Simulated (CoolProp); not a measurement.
1000 sccm (0 °C, 1 atm) of nitrogen bubbles through liquid n-heptane at 350.8 K and leaves saturated at a total pressure of 0.15 MPa (ideal gas phase). Each further row changes one setting.

Computed with CoolProp (reference Helmholtz-energy equation of state, Span 2003). It is a short technical equation, of lower accuracy than the large ones.

| case | vapour pressure (kPa) | mole fraction of vapour | delivery (mg/min) | delivery (sccm) | change of delivery for a bath 1 K warmer (%) |
|---|---|---|---|---|---|
| as stated | 52.8 | 0.352 | 2430 | 543 | 5.4 |
| bath temperature 355.8 K | 62.3 | 0.415 | 3170 | 710 | 5.8 |
| total pressure 0.3 MPa | 52.8 | 0.176 | 954 | 213 | 4.2 |
